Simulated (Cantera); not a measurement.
Charge: 1 mol B, 27 mol H2, 0.15 mol N2, 3.3 mol O2, at 477 °C and 0.165 Torr.

Cantera equilibrium calculation (NASA polynomials, part measured and part estimated; ideal gas, pure solids and liquids). Candidate condensed phases: B, BN, B2O3, B3O3H3, H2O; 39 gas species. Rates play no part.

Base state: H2 0.807, H2O 0.188, N2 0.00553, (HBO2)3 0.000163 (mole fractions); condensed: B2O3(l).

### Question
What changes in the equilibrium state with this change: temperature from 477 °C to 1802 °C?

### Answer
```csv
species,before,after
H2,0.807,0.659
H2O,0.188,0.153
H,<1e-9,0.146
HBO2,6.35e-7,0.0279
OH,<1e-9,0.00386
BO,<1e-9,0.00257
HBO,<1e-9,0.000858
BO2,<1e-9,0.000849
O,<1e-9,0.000613
"B2O3(l), mol",0.493,0
```

### Question
What changes in the equilibrium state with this change: temperature from 477 °C to 1450 °C?

### Answer
| species | before | after |
|---|---|---|
| H2 | 0.807 | 0.782 |
| H2O | 0.188 | 0.166 |
| HBO2 | 6.35e-7 | 0.0346 |
| H | <1e-9 | 0.0109 |
| B2O3 | <1e-9 | 0.000455 |
| HBO | <1e-9 | 0.000297 |
| (HBO2)3 | 0.000163 | <1e-9 |
| OH | <1e-9 | 0.000127 |
| BO | <1e-9 | 8.03e-5 |
| B2O3(l), mol | 0.493 | 0 |

### Question
What changes in the equilibrium state with this change: O2 from 3.3 to 0.18 mol?

### Answer
| species | before | after |
|---|---|---|
| H2 | 0.807 | 1.000 |
| B3O3H3 | <1e-9 | 5.28e-5 |
| H2O | 0.188 | <1e-9 |
| N2 | 0.00553 | <1e-9 |
| (HBO2)3 | 0.000163 | <1e-9 |
| B2O3(l), mol | 0.493 | 0.119 |
| B(s), mol | 0 | 0.459 |
| BN(s), mol | 0 | 0.300 |
N2 is the only nitrogen source here; it is nearly inert below about 1500 K, so the nitride shown seldom forms there in practice.
